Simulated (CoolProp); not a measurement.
Vapour-liquid equilibrium of propane (1) + c-C4F8 (RC318) (2) at 6.22 bar; x and y are mole fractions of (1).

Model: multi-fluid Helmholtz-energy mixture model, Lemmon 2009 and Platzer 1990; pair parameters Bell 2016, in CoolProp. This equation is an older, rougher fit; its heat capacities, sound speeds and derivatives of the liquid may be far off and weren't checked against measurements.

Q: Give the bubble temperature and the first vapour's composition at x = 0.2, 0.425, 0.5. Is there an azeotrope?

A: x = 0.2: 298.9 K, y = 0.536; x = 0.425: 288.3 K, y = 0.721; x = 0.5: 286.6 K, y = 0.751. y crosses x between x = 0.875 and 0.95: the model has an azeotrope there.

The pair parameters rest on a limited set of measurements; away from them the model extrapolates.
